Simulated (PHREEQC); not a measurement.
Dissolve 0.27 mol Pb(NO3)2, 0.0012 mol MgSO4 and 0.0052 mol HCl per kg of water at 30 °C. Closed to the air; pH follows from the charge balance.

Computed with PHREEQC (ion-association model, phreeqc.dat).

Question: The ionic strength comes out as 0.503 mol/kgw. What activity coefficients do Pb2OH+3, Pb(SO4)2-2, SO4-2, PbCl+, Cl- get?

Answer: Pb2OH+3 0.060, Pb(SO4)2-2 0.29, SO4-2 0.20, PbCl+ 0.73, Cl- 0.65.

This is a speciation only: nothing precipitates in the calculation. The solution is supersaturated, for example in Anglesite, so a real one may precipitate; this is no full list. Complexes and solids missing from the database can't appear.
